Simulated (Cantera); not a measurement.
Catalytic combustion on Pt

An isothermal plug-flow reactor at 950 K and 510 Torr (inlet), inlet velocity 14 m/s, active area per volume 120 1/m; feed 1.76 % CO, 5.74 % O₂, 92.5 % N₂, equivalence ratio 0.15.

Detailed kinetics in Cantera: Deutschmann's 1995 Pt surface mechanism with GRI-Mech 3.0 gas chemistry. Catalytic surfaces can have several steady states; this one follows from the mechanism file's or the stated starting coverage. Mass transfer to the wall is taken as infinitely fast.

| z (m) | x CO | x O₂ | x H₂O | x CO₂ | θ free Pt | θ O* | θ CO* |
|---|---|---|---|---|---|---|---|
| 0.00033 | 0.0167 | 0.0569 | <1e-12 | 0.000909 | 0.569 | 0.0148 | 0.416 |
| 0.00058 | 0.0160 | 0.0566 | <1e-12 | 0.00162 | 0.577 | 0.0154 | 0.407 |
| 0.001 | 0.0147 | 0.0560 | <1e-12 | 0.00285 | 0.593 | 0.0168 | 0.390 |
| 0.0018 | 0.0123 | 0.0549 | <1e-12 | 0.00536 | 0.629 | 0.0206 | 0.351 |
| 0.0033 | 0.00664 | 0.0522 | <1e-12 | 0.0110 | 0.744 | 0.0457 | 0.210 |
| 0.0058 | 0.00182 | 0.0499 | <1e-12 | 0.0159 | 0.257 | 0.742 | 0.00102 |
| 0.01 | 0.000942 | 0.0495 | <1e-12 | 0.0168 | 0.220 | 0.780 | 0.000367 |
| 0.018 | 0.000339 | 0.0492 | <1e-12 | 0.0174 | 0.205 | 0.795 | 0.000112 |
| 0.033 | 5.88e-5 | 0.0491 | <1e-12 | 0.0177 | 0.199 | 0.801 | 1.83e-5 |
x: gas mole fraction; θ: surface coverage.
